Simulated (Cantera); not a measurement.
Standard-state values (1 bar) from the NASA 1993 polynomials, evaluated with Cantera. Values are per mole of reaction as written; species without (g) are pure solids or liquids, kept so even where they would boil at 1 bar.

**Question.** Between 523 and 1223 K, where is each reaction favourable under standard conditions?
- NiS + H2S(g) = NiS2 + 2 H(g)

**Answer.** 
- NiS + H2S(g) = NiS2 + 2 H(g): ΔG° is 389 kJ at 523 K and 345 kJ at 1223 K; it stays positive (K < 1). ΔH° is 427 kJ and ΔS° 67 J/K at 1223 K.
